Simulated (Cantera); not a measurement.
A perfectly stirred reactor is fed with NO : N2 = 1 : 3.3 (molar parts), at 0.0263 atm; it is held at 2075 K, and followed from long to short residence time.

Computed with Cantera and GRI-Mech 3.0 (53 species, 325 reactions). Radical loss at walls, strong at low pressure, is not modelled.

What does this change do: temperature 2075 to 1425 K?


```csv
quantity,before,after
x(NO) at τ = 1.20 s,0.200,0.233
x(NO2) at τ = 1.20 s,1.37e-5,4.94e-6
x(N2O) at τ = 1.20 s,1.50e-5,4.24e-6
x(O2) at τ = 1.20 s,0.0155,1.10e-6
x(O) at τ = 1.20 s,0.00102,1.87e-7
x(NO) at τ = 42.0 ms,0.232,0.233
x(NO2) at τ = 42.0 ms,2.75e-6,1.31e-7
x(N2O) at τ = 42.0 ms,2.07e-5,1.98e-7
x(O2) at τ = 42.0 ms,0.000115,9.62e-10
x(O) at τ = 42.0 ms,0.000182,7.20e-8
```

What does this change do: N2 3.3 to 23 parts?


```csv
quantity,before,after
x(NO) at τ = 1.20 s,0.200,0.0405
x(NO2) at τ = 1.20 s,1.37e-5,5.23e-7
x(N2O) at τ = 1.20 s,1.50e-5,7.66e-7
x(O2) at τ = 1.20 s,0.0155,0.000497
x(O) at τ = 1.20 s,0.00102,0.000175
x(NO) at τ = 42.0 ms,0.232,0.0417
x(NO2) at τ = 42.0 ms,2.75e-6,2.10e-8
x(N2O) at τ = 42.0 ms,2.07e-5,6.96e-7
x(O2) at τ = 42.0 ms,0.000115,6.94e-7
x(O) at τ = 42.0 ms,0.000182,6.90e-6
```

What does this change do: temperature 2075 to 1475 K?


```json
[
 {"quantity": "x(NO) at τ = 1.20 s", "before": "0.200", "after": "0.233"},
 {"quantity": "x(NO2) at τ = 1.20 s", "before": "1.37e-5", "after": "7.32e-6"},
 {"quantity": "x(N2O) at τ = 1.20 s", "before": "1.50e-5", "after": "6.82e-6"},
 {"quantity": "x(O2) at τ = 1.20 s", "before": "0.0155", "after": "4.30e-6"},
 {"quantity": "x(O) at τ = 1.20 s", "before": "0.00102", "after": "5.11e-7"},
 {"quantity": "x(NO) at τ = 42.0 ms", "before": "0.232", "after": "0.233"},
 {"quantity": "x(NO2) at τ = 42.0 ms", "before": "2.75e-6", "after": "2.48e-7"},
 {"quantity": "x(N2O) at τ = 42.0 ms", "before": "2.07e-5", "after": "3.92e-7"},
 {"quantity": "x(O2) at τ = 42.0 ms", "before": "0.000115", "after": "3.57e-9"},
 {"quantity": "x(O) at τ = 42.0 ms", "before": "0.000182", "after": "1.59e-7"}
]
```
